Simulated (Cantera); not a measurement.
C₂H₆ + H₂O + H₂ (carbon deposition, reforming and gasification)

A closed system holds: 1 mol C₂H₆, 0.49 mol H₂O, 29 mol H₂, equilibrated at 130 Pa.

Cantera equilibrium calculation (NASA polynomials, part measured and part estimated; ideal gas, pure solids and liquids). Candidate condensed phases: C, C₆H₆, C₇H₈, C₈H₁₈, H₂O; 110 gas species. Rates play no part.

```csv
T (K),x H,x H₂,x CO,x C₂H₂ (acetylene),x C₃,x C,n C(graphite)
2325,0.260,0.724,0.0129,0.00354,2.03e-5,9.62e-6,1.23
2375,0.319,0.664,0.0125,0.00413,4.92e-5,2.10e-5,1.17
2425,0.384,0.599,0.0120,0.00468,0.000115,4.42e-5,1.09
2475,0.454,0.529,0.0115,0.00514,0.000258,9.05e-5,1.00
2525,0.525,0.457,0.0109,0.00548,0.000562,0.000180,0.881
2575,0.596,0.385,0.0104,0.00566,0.00119,0.000348,0.704
2625,0.663,0.317,0.00987,0.00566,0.00243,0.000657,0.409
2675,0.723,0.255,0.00938,0.00516,0.00441,0.00117,0
2725,0.777,0.202,0.00896,0.00338,0.00493,0.00176,0
```
x: gas mole fraction; n: condensed amount in mol.

From 2325 K to 2625 K the condensed part is C(graphite). From 2675 K to 2725 K nothing is condensed. The main C-bearing gas is CO at 2325 K and C₃ at 2725 K.
